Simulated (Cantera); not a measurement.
Gas-phase reforming

An isothermal, constant-pressure homogeneous reactor starts with 67.6 % CH4, 32.4 % H2O, at 1925 K and 24.0 bar.

Cantera simulation using GRI-Mech 3.0 (53 species, 325 reactions); the numbers are that mechanism's predictions, not measurements. GRI-Mech 3.0 stops at C3 and has no aromatics, soot or wall deposition, so with more carbon than oxygen in the feed, carbon stays in small species such as C2H2 where larger ones or solid carbon would form. The pressure lies above the range GRI-Mech 3.0 was tuned for (to about 10 atm).

| t (s) | x CH4 | x H2O | x OH | x H2O2 | x CH2 | x CO2 |
|---|---|---|---|---|---|---|
| 1.00e-5 | 0.560 | 0.310 | 8.94e-6 | 6.37e-11 | 1.35e-6 | 7.85e-7 |
| 3.88e-5 | 0.374 | 0.270 | 6.77e-6 | 3.66e-11 | 7.76e-7 | 1.66e-5 |
| 0.000151 | 0.197 | 0.229 | 5.33e-6 | 2.27e-11 | 5.01e-7 | 0.000152 |
| 0.000585 | 0.103 | 0.195 | 4.50e-6 | 1.62e-11 | 3.73e-7 | 0.000974 |
| 0.00227 | 0.0906 | 0.146 | 3.29e-6 | 8.68e-12 | 2.80e-7 | 0.00292 |
| 0.00881 | 0.0857 | 0.0718 | 1.53e-6 | 1.88e-12 | 1.74e-7 | 0.00300 |
| 0.0342 | 0.0772 | 0.0139 | 2.86e-7 | <1e-12 | 1.14e-7 | 0.000782 |
| 0.133 | 0.0744 | 0.000154 | 3.13e-9 | <1e-12 | 1.02e-7 | 9.11e-6 |
| 0.515 | 0.0744 | 3.61e-5 | 7.37e-10 | <1e-12 | 1.02e-7 | 2.13e-6 |
| 2.00 | 0.0744 | 3.61e-5 | 7.37e-10 | <1e-12 | 1.02e-7 | 2.13e-6 |
x: mole fraction; the columns are a selection and need not sum to one.

Equilibrium at this temperature and pressure: CH4 0.0744, H2O 3.69e-5, OH 7.54e-10, H2O2 <1e-12, CH2 1.02e-7, CO2 2.18e-6 (gas phase only).
